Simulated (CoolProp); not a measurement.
Model: reference Helmholtz-energy equation of state, Schroeder 2014, in CoolProp.

### Question
Give the vapour pressure (MPa), enthalpy of vaporisation (kJ/kg), vapour Z, liquid viscosity (µPa s) of saturated ethanol at 345.3, 419.6, 444.3 K.

### Answer
```json
[
 {"T (K)": "345.3", "p (MPa)": "0.0787", "enthalpy of vaporisation (kJ/kg)": "860", "vapour Z": "0.973", "liquid viscosity (µPa s)": "483"},
 {"T (K)": "419.6", "p (MPa)": "0.897", "enthalpy of vaporisation (kJ/kg)": "699", "vapour Z": "0.867", "liquid viscosity (µPa s)": "178"},
 {"T (K)": "444.3", "p (MPa)": "1.63", "enthalpy of vaporisation (kJ/kg)": "620", "vapour Z": "0.805", "liquid viscosity (µPa s)": "131"}
]
```

Viscosity comes from a separate model (Kiselev 2005).
